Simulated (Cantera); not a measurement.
# Adiabatic ignition

An adiabatic, constant-pressure homogeneous reactor starts with CH₄ : C₂H₆ : O₂ : N₂ : CO₂ = 1 : 0.037 : 2.77 : 10.4 : 1.8 (molar parts), at 1073 K and 10.0 bar.

Model: GRI-Mech 3.0 (53 species, 325 reactions), integrated in Cantera.

| t (s) | T (K) | x CH₄ | x C₂H₆ | x O₂ | x C₂H₂ | x HCN | x CH₂ |
|---|---|---|---|---|---|---|---|
| 2.00e-6 | 1073 | 0.0625 | 0.00231 | 0.173 | <1e-12 | <1e-12 | <1e-12 |
| 4.58e-6 | 1073 | 0.0625 | 0.00231 | 0.173 | <1e-12 | <1e-12 | <1e-12 |
| 1.05e-5 | 1073 | 0.0625 | 0.00231 | 0.173 | <1e-12 | <1e-12 | <1e-12 |
| 2.40e-5 | 1073 | 0.0625 | 0.00231 | 0.173 | <1e-12 | <1e-12 | <1e-12 |
| 5.50e-5 | 1073 | 0.0625 | 0.00231 | 0.173 | <1e-12 | <1e-12 | <1e-12 |
| 0.000126 | 1073 | 0.0625 | 0.00231 | 0.173 | <1e-12 | <1e-12 | <1e-12 |
| 0.000289 | 1073 | 0.0625 | 0.00231 | 0.173 | <1e-12 | <1e-12 | <1e-12 |
| 0.000661 | 1073 | 0.0625 | 0.00231 | 0.173 | <1e-12 | <1e-12 | <1e-12 |
| 0.00151 | 1073 | 0.0625 | 0.00231 | 0.173 | 9.37e-12 | <1e-12 | <1e-12 |
| 0.00347 | 1073 | 0.0624 | 0.00230 | 0.173 | 6.44e-10 | <1e-12 | <1e-12 |
| 0.00794 | 1079 | 0.0616 | 0.00222 | 0.172 | 4.60e-8 | <1e-12 | 2.52e-12 |
| 0.0182 | 2318 | <1e-12 | <1e-12 | 0.0401 | <1e-12 | 3.02e-12 | <1e-12 |
| 0.0416 | 2312 | <1e-12 | <1e-12 | 0.0386 | <1e-12 | 4.18e-12 | <1e-12 |
| 0.0953 | 2310 | <1e-12 | <1e-12 | 0.0379 | <1e-12 | 4.59e-12 | <1e-12 |
| 0.218 | 2309 | <1e-12 | <1e-12 | 0.0378 | <1e-12 | 4.62e-12 | <1e-12 |
| 0.500 | 2309 | <1e-12 | <1e-12 | 0.0378 | <1e-12 | 4.62e-12 | <1e-12 |
x: mole fraction; the columns are a selection and need not sum to one.

```
Item                                                               Value
---------------------------------  -------------------------------------
time of steepest temperature rise                                11.1 ms
temperature at 0.500 s                                            2309 K
equilibrium temperature                                           2309 K
x(CH₄) at 0.500 s                  <1e-12 (gas-phase equilibrium <1e-12)
x(C₂H₆) at 0.500 s                 <1e-12 (gas-phase equilibrium <1e-12)
x(O₂) at 0.500 s                   0.0378 (gas-phase equilibrium 0.0378)
```
